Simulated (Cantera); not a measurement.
Input: 1 mol Fe2O3, 580 mol H2, at 1450 K and 10.0 mbar.

Equilibrium computed with Cantera from the NASA thermochemical tables; the gas is ideal and each condensed phase is pure. Candidate condensed phases: Fe, FeO, Fe(OH)2, Fe(OH)3, Fe2O3, Fe3O4, H2O; 12 gas species. The numbers say what is thermodynamically allowed, not how fast it happens.

Base state: H2 0.995, H2O 0.00517, H 9.43e-5 (mole fractions); condensed: Fe(γ).

Question: What changes in the equilibrium state with this change: Fe2O3 replaced by Fe3O4?

Answer: 
| species | before | after |
|---|---|---|
| H2 | 0.995 | 0.993 |
| H2O | 0.00517 | 0.00690 |
| H | 9.43e-5 | 9.42e-5 |
| Fe(γ), mol | 2.00 | 3.00 |
